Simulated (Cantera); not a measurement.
## Silicon epitaxy and polysilicon growth: Si₃H₈ + N₂

Feed: 1 mol Si₃H₈, a varied amount of N₂, at 1750 K and 20.0 mbar.

These are equilibrium values from Cantera (NASA tables, ideal gas, pure condensed phases), not measurements of a reactor. Candidate condensed phases: Si, Si₃N₄; 18 gas species. The feed counts by its element totals alone. Kinetics and transport are ignored.

From 4.1 mol N₂ to 250 mol N₂ the condensed part is Si₃N₄(s). The main Si-bearing gas is Si throughout.

| n(N₂) (mol) | log p N₂ | log p H₂ | log p H | log p Si | log p SiH₂ | log p SiH | log p Si₂N | n Si₃N₄(s) |
|---|---|---|---|---|---|---|---|---|
| 4.1 | -2.16 | -1.88 | -4.57 | -6.00 | -6.74 | -6.82 | -7.31 | 1.000 |
| 5.9 | -2.01 | -2.00 | -4.63 | -6.10 | -6.95 | -6.98 | -7.44 | 1.000 |
| 8.6 | -1.90 | -2.12 | -4.69 | -6.17 | -7.15 | -7.11 | -7.52 | 1.000 |
| 12 | -1.85 | -2.24 | -4.76 | -6.21 | -7.31 | -7.21 | -7.57 | 1.000 |
| 18 | -1.80 | -2.40 | -4.83 | -6.24 | -7.50 | -7.32 | -7.61 | 1.000 |
| 26 | -1.77 | -2.55 | -4.91 | -6.26 | -7.66 | -7.41 | -7.64 | 1.000 |
| 38 | -1.74 | -2.70 | -4.98 | -6.27 | -7.83 | -7.50 | -7.65 | 1.000 |
| 55 | -1.73 | -2.85 | -5.06 | -6.28 | -8.00 | -7.59 | -7.66 | 0.999 |
| 80 | -1.72 | -3.01 | -5.14 | -6.29 | -8.16 | -7.67 | -7.67 | 0.999 |
| 120 | -1.71 | -3.19 | -5.23 | -6.29 | -8.34 | -7.77 | -7.68 | 0.999 |
| 170 | -1.71 | -3.33 | -5.30 | -6.30 | -8.49 | -7.84 | -7.68 | 0.998 |
| 250 | -1.71 | -3.50 | -5.38 | -6.30 | -8.66 | -7.93 | -7.69 | 0.998 |
log p: log10 of the partial pressure in bar; n: condensed amount in mol.
